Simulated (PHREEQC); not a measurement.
**Nickel, zinc or cadmium bath: an equilibrium model**

Consider water at 25 °C with 0.055 mol NiCl2 and 0.00016 mol HCl per kg of water. Closed to the air; pH follows from the charge balance.

Model: ion-association model, wateq4f.dat, run in PHREEQC.

This is a speciation only: nothing precipitates in the calculation.

Task: Predict the pH, ionic strength.

Result: pH 3.89; ionic strength 0.154 mol/kgw.

Task: In which forms is Cl present?

Result: Cl- 95 %, NiCl+ 3.8 %, NiCl2 1.5 % of the Cl.

Complexes and solids missing from the database can't appear.
